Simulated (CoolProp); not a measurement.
Isobutane at 293.15 K and 0.0466 MPa is compressed adiabatically to 0.283 MPa with isentropic efficiency 0.75. Each further row changes one setting.

Model: reference Helmholtz-energy equation of state, Bücker 2006, in CoolProp.

| case | work (kJ/kg) | final temperature (K) | final density (kg/m³) |
|---|---|---|---|
| as stated | 106 | 355.5 | 5.81 |
| efficiency 1 | 79.6 | 341.9 | 6.08 |
| efficiency 0.65 | 123 | 363.7 | 5.66 |
